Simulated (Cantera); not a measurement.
# Iron carbonyl, mercury and lead vapours: Pb + CO + N2

Input: 1 mol Pb, 0.066 mol CO, 6.6 mol N2, held at 875 K and 0.0133 bar.

Equilibrium computed with Cantera from the NASA thermochemical tables; the gas is ideal and each condensed phase is pure. Candidate condensed phases: C, Pb, PbO, PbO2, Pb3O4; 27 gas species. Equilibrium is a limit: real reactors are often held back by kinetics, nucleation or transport.

```json
{
 "x(N2)": "0.990",
 "x(CO)": "0.00987",
 "x(Pb)": "5.06e-5",
 "x(CO2)": "1.40e-5",
 "n(C(graphite))": "9.32e-5 mol",
 "n(Pb(l))": "1.000 mol",
 "gas_amount": "6.666 mol",
 "log10 activity of PbO2(s) (absent)": "-24.23"
}
```
